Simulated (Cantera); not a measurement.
A closed system holds: 1 mol Si₂Cl₆, 3.5 mol N₂, 18 mol H₂, held at 1048 K and 75.0 Torr.

These are equilibrium values from Cantera (NASA tables, ideal gas, pure condensed phases), not measurements of a reactor. Candidate condensed phases: NH₄Cl, Si, Si₃N₄; 28 gas species. The feed counts by its element totals alone. N₂ is the only nitrogen source here; it is nearly inert below about 1500 K, so the nitride shown seldom forms there in practice. The tables' values for SiCl₃ are old estimates; treat these amounts as uncertain. Equilibrium is a limit: real reactors are often held back by kinetics, nucleation or transport.

Base state: H₂ 0.657, HCl 0.242, N₂ 0.0967, SiCl₄ 0.00435, SiHCl₃ 0.000121, SiCl₃ 1.48e-5 (mole fractions); condensed: Si₃N₄(s).

Problem. What changes in the equilibrium state with this change: N₂ from 3.5 to 19 mol?

Solution. 
```json
[
 {"species": "N₂", "before": "0.0967", "after": "0.457"},
 {"species": "H₂", "before": "0.657", "after": "0.389"},
 {"species": "HCl", "before": "0.242", "after": "0.152"},
 {"species": "SiCl₄", "before": "0.00435", "after": "0.000696"},
 {"species": "SiHCl₃", "before": "0.000121", "after": "1.82e-5"},
 {"species": "SiCl₃", "before": "1.48e-5", "after": "2.89e-6"},
 {"species": "Si₃N₄(s), mol", "before": "0.632", "after": "0.657"}
]
```

Problem. What changes in the equilibrium state with this change: temperature from 1048 K to 1573.15 K?

Solution. 
| species | before | after |
|---|---|---|
| H₂ | 0.657 | 0.661 |
| HCl | 0.242 | 0.214 |
| N₂ | 0.0967 | 0.105 |
| SiCl₂ | 9.23e-7 | 0.0160 |
| H | 1.98e-8 | 0.000105 |
| Cl | 6.65e-9 | 2.69e-5 |
| SiCl₃ | 1.48e-5 | 0.00211 |
| SiH₂Cl₂ | 3.83e-7 | 2.04e-5 |
| Si₃N₄(s), mol | 0.632 | 0.517 |

Problem. What changes in the equilibrium state with this change: temperature from 1048 K to 775 K?

Solution. 
| species | before | after |
|---|---|---|
| H₂ | 0.657 | 0.671 |
| HCl | 0.242 | 0.217 |
| N₂ | 0.0967 | 0.101 |
| SiCl₄ | 0.00435 | 0.0107 |
| SiCl₃ | 1.48e-5 | 3.38e-8 |
| NH₃ | 7.11e-6 | 6.77e-5 |
| Si₃N₄(s), mol | 0.632 | 0.584 |
